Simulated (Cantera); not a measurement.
A Cantera script and what it prints.

```python
import numpy as np
import cantera as ct

gas_names = [...]  # 95 gases of nasa_gas.yaml made of C, F, H
cond_names = """
    C(gr) C6H6(L) C7H8(L) C8H18(L),n-octa
""".split()


# ... load() reads the species with a 1 bar reference pressure and builds the phases ...
atoms = {
    'CF4': {'C': 1, 'F': 4},
    'CH4': {'C': 1, 'H': 4},
    'H2': {'H': 2},
}
top_T = {'C(gr)': 4500}  # K; cautious upper limits of use, not melting points


# ... equilibrate(T, P, feed) seeds the gas with the atoms and calls Mixture.equilibrate('TP', solver="vcs", rtol=1e-11, max_steps=5000) ...
results = []
T = 2150  # K
P = 1333.22  # Pa
for m in [0.12, 0.25, 0.38, 0.51, 0.64, 0.77, 0.89]:
    feed = {'CF4': 1, 'CH4': 0.018, 'H2': m}  # mol
    mix = equilibrate(T, P, feed)
    results.append((T, P, feed, dict(zip(mix.species_names, mix.species_moles))))

top = {s: max(r[3][s] / sum(r[3][g] for g in gas_names) for r in results) for s in gas_names}
cols = sorted((s for s in top if top[s] > 0.0001), key=lambda s: -top[s])[:5]
seen = [c for c in cond_names if any(r[3].get(c, 0) > 1e-12 for r in results)]
print("log10 of partial pressures in bar; condensed amounts in mol")
print(f"{'n(H2)':>10s}" + "".join(f"{s[:9]:>10s}" for s in cols + seen))
for T, P, feed, n in results:
    ng = sum(n[g] for g in gas_names)
    print(f"{feed['H2']:10.4g}" + "".join(f"{np.log10(max(n[s] / ng * P / 1e5, 1e-99)):10.3f}" for s in cols)
          + "".join(f"{n.get(c, 0):10.4g}" for c in seen))
```

Output:

```
log10 of partial pressures in bar; condensed amounts in mol
     n(H2)        HF       CF4       CF2         F       CF3     C(gr)
      0.12    -2.552    -2.175    -2.635    -2.866    -3.807         0
      0.25    -2.349    -2.296    -2.600    -2.943    -3.850   0.03141
      0.38    -2.235    -2.392    -2.648    -2.967    -3.922   0.09848
      0.51    -2.160    -2.486    -2.695    -2.991    -3.993     0.167
      0.64    -2.106    -2.581    -2.743    -3.015    -4.064    0.2368
      0.77    -2.064    -2.678    -2.791    -3.039    -4.137    0.3079
      0.89    -2.034    -2.772    -2.838    -3.062    -4.207    0.3747
```

These are equilibrium values from Cantera (NASA tables, ideal gas, pure condensed phases), not measurements of a reactor. Gases not in the tables: C2F6 and larger saturated fluorocarbons.
